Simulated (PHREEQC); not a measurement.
Model water analysis in mg/L, 65 °C, pH 2.74, pe 11.4:

```json
[
 {"constituent": "Na", "mg/L": "19.6"},
 {"constituent": "K", "mg/L": "107"},
 {"constituent": "Ca", "mg/L": "50.9"},
 {"constituent": "Mg", "mg/L": "11.4"},
 {"constituent": "Cl", "mg/L": "34.1"},
 {"constituent": "S(6) as SO4", "mg/L": "460"},
 {"constituent": "Cu(2)", "mg/L": "0.1"},
 {"constituent": "Al", "mg/L": "0.186"},
 {"constituent": "F", "mg/L": "1.5"}
]
```

Cl is adjusted to close the charge balance.
Valence states are taken as typed.

All values are PHREEQC results (ion-association model, phreeqc.dat), not measurements.

```
Item                           Value
--------------------  --------------
ionic strength        0.0125 mol/kgw
specific conductance      3120 µS/cm
total alkalinity        -3.15 meq/kg
```

```
species  molality  activity   log γ
-------  --------  --------  ------
SO4-2     0.00317   0.00196  -0.208
K+        0.00267   0.00236  -0.054
H+        0.00202   0.00182  -0.046
HSO4-     0.00106  0.000936  -0.053
Ca+2     0.000985  0.000613  -0.206
Na+      0.000843  0.000747  -0.053
Cl-      0.000578  0.000511  -0.054
CaSO4    0.000278  0.000279   0.001
Mg+2     0.000273  0.000172  -0.202
MgSO4    0.000196  0.000196   0.001
KSO4-     6.77e-5   6.02e-5  -0.051
HF        5.53e-5   5.54e-5   0.001
F-        1.06e-5   9.38e-6  -0.055
NaSO4-    1.03e-5   9.19e-6  -0.051
```

This is a speciation only: nothing precipitates in the calculation. Complexes and solids missing from the database can't appear. At this temperature some constants are extrapolated from 25 °C, and those without enthalpy data are left unchanged. Fluoro complexes past AlF4- and FeF3 are missing from the database.
